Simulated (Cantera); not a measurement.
An adiabatic, constant-pressure homogeneous reactor starts with H2 : O2 : N2 = 1 : 0.649 : 2.44 (molar parts), equivalence ratio 0.77, at 1500 K and 825 Torr.

Computed with Cantera and the H2/O2 subset of GRI-Mech 3.0, which has no nitrogen chemistry.

### Question
Predict: time of steepest temperature rise; temperature at 0.300 s; equilibrium temperature; x(H2) at 0.300 s; x(O2) at 0.300 s; x(H2O2) at 0.300 s; x(HO2) at 0.300 s; x(H2O) at 0.300 s; x(OH) at 0.300 s.

### Answer
```json
{
 "time_of_steepest_temperature_rise": "12.1 µs",
 "temperature at 0.300 s": "2782 K",
 "equilibrium_temperature": "2782 K",
 "x(H2) at 0.300 s": "0.0218 (gas-phase equilibrium 0.0218)",
 "x(O2) at 0.300 s": "0.0411 (gas-phase equilibrium 0.0411)",
 "x(H2O2) at 0.300 s": "5.87e-7 (gas-phase equilibrium 5.87e-7)",
 "x(HO2) at 0.300 s": "1.25e-5 (gas-phase equilibrium 1.25e-5)",
 "x(H2O) at 0.300 s": "0.227 (gas-phase equilibrium 0.227)",
 "x(OH) at 0.300 s": "0.0313 (gas-phase equilibrium 0.0313)"
}
```
